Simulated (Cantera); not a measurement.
A Cantera script and what it prints.

```python
import numpy as np
import cantera as ct

gas_names = [...]  # 140 gases of nasa_gas.yaml made of C, Fe, H, N, O
cond_names = """
    C(gr) C6H6(L) C7H8(L) C8H18(L),n-octa Fe(a) Fe(c) Fe(d) Fe(L) FeC5O5(L) FeO(s) FeO(L) Fe(OH)2(s)
    Fe(OH)3(s) Fe2O3(s) Fe3O4(s) H2O(s) H2O(L)
""".split()


# ... load() reads the species with a 1 bar reference pressure and builds the phases ...
atoms = {
    'Fe(CO)5': {'Fe': 1, 'C': 5, 'O': 5},
    'O2': {'O': 2},
    'N2': {'N': 2},
    'H2': {'H': 2},
}
top_T = {'C(gr)': 4500, 'Fe2O3(s)': 1830, 'Fe3O4(s)': 1870}  # K; cautious upper limits of use, not melting points


# ... equilibrate(T, P, feed) seeds the gas with the atoms and calls Mixture.equilibrate('TP', solver="vcs", rtol=1e-11, max_steps=5000) ...
results = []
feed = {'Fe(CO)5': 1, 'O2': 0.013, 'N2': 24, 'H2': 0.13}  # mol
T = 1075  # K
for P in [10, 36, 130, 460, 1700, 6000, 22000, 77000, 280000, 1000000]:
    mix = equilibrate(T, P, feed)
    results.append((T, P, feed, dict(zip(mix.species_names, mix.species_moles))))
    x = sorted(zip(gas.X, gas.species_names), reverse=True)
    print(f"T = {T:g} K  P = {P:g} Pa  gas = {mix.phase_moles(0):.4g} mol")
    print("   x: " + "  ".join(f"{s} {v:.3e}" for v, s in x if v > 1e-05))
    print("   condensed (mol): " + ("  ".join(f"{mix.phase(i).name} {mix.phase_moles(i):.4g}"
          for i in range(1, mix.n_phases) if mix.phase_moles(i) > 1e-12) or "none"))
```

It prints:

```
T = 1075 K  P = 10 Pa  gas = 29.13 mol
   x: N2 8.239e-01  CO 1.708e-01  H2 4.442e-03  CO2 8.715e-04  H2O 2.108e-05
   condensed (mol): Fe(a) 1
T = 1075 K  P = 36 Pa  gas = 29.13 mol
   x: N2 8.239e-01  CO 1.708e-01  H2 4.442e-03  CO2 8.715e-04  H2O 2.108e-05
   condensed (mol): Fe(a) 1
T = 1075 K  P = 130 Pa  gas = 29.13 mol
   x: N2 8.239e-01  CO 1.708e-01  H2 4.442e-03  CO2 8.715e-04  H2O 2.108e-05
   condensed (mol): Fe(a) 1
T = 1075 K  P = 460 Pa  gas = 29.13 mol
   x: N2 8.239e-01  CO 1.708e-01  H2 4.442e-03  CO2 8.715e-04  H2O 2.108e-05
   condensed (mol): Fe(a) 1
T = 1075 K  P = 1700 Pa  gas = 29.13 mol
   x: N2 8.239e-01  CO 1.708e-01  H2 4.442e-03  CO2 8.715e-04  H2O 2.108e-05
   condensed (mol): Fe(a) 1
T = 1075 K  P = 6000 Pa  gas = 29.13 mol
   x: N2 8.239e-01  CO 1.708e-01  H2 4.442e-03  CO2 8.717e-04  H2O 2.108e-05
   condensed (mol): Fe(a) 1
T = 1075 K  P = 22000 Pa  gas = 29.13 mol
   x: N2 8.239e-01  CO 1.708e-01  H2 4.441e-03  CO2 8.726e-04  H2O 2.110e-05
   condensed (mol): Fe(a) 1
T = 1075 K  P = 77000 Pa  gas = 29.07 mol
   x: N2 8.256e-01  CO 1.670e-01  H2 4.399e-03  CO2 2.918e-03  H2O 7.148e-05
   condensed (mol): C(gr) 0.06086  Fe(a) 1
T = 1075 K  P = 280000 Pa  gas = 28.88 mol
   x: N2 8.309e-01  CO 1.554e-01  CO2 9.190e-03  H2 4.261e-03  H2O 2.343e-04
   condensed (mol): C(gr) 0.2461  Fe(a) 1
T = 1075 K  P = 1e+06 Pa  gas = 28.48 mol
   x: N2 8.426e-01  CO 1.299e-01  CO2 2.294e-02  H2 3.907e-03  H2O 6.415e-04
   condensed (mol): C(gr) 0.6455  Fe(a) 1
```

Method: chemical equilibrium by Gibbs-energy minimisation in Cantera with the NASA 1993 tables (ideal gas, pure condensed phases). Condensed phases not in the tables: cementite and carbon dissolved in iron.
